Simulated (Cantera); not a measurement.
A closed system holds: 1 mol n-butane, 0.025 mol H2O, 7.5 mol N2, at 5.30 bar.

Method: chemical equilibrium by Gibbs-energy minimisation in Cantera with the NASA 1993 tables (ideal gas, pure condensed phases). Candidate condensed phases: C, C6H6, C7H8, C8H18, H2O; 169 gas species. Ions and electrons are included (thermal ionisation). Rates play no part. All values below are at 3477 °C.

Base state: N2 0.448, H 0.177, H2 0.164, HCN 0.102, HNC 0.0307, C2H2 (acetylene) 0.0260, CN 0.0198, C2H 0.0111 (mole fractions); condensed: gas only.

What changes in the equilibrium state with this change: H2O from 0.025 to 0.81 mol?


```
species             before     after
----------------  --------  --------
N2                   0.448     0.408
H2                   0.164     0.192
H                    0.177     0.191
CO                 0.00176    0.0508
C3                  0.0101   0.00485
C2H                 0.0111   0.00739
C2H2 (acetylene)    0.0260    0.0186
CN                  0.0198    0.0148
HCN                  0.102    0.0821
HNC                 0.0307    0.0248
C6H2              0.000121   3.29e-5
C5                0.000508  0.000150
C4N2              0.000100   3.44e-5
C4                0.000129   4.89e-5
C4H2               0.00170  0.000751
```
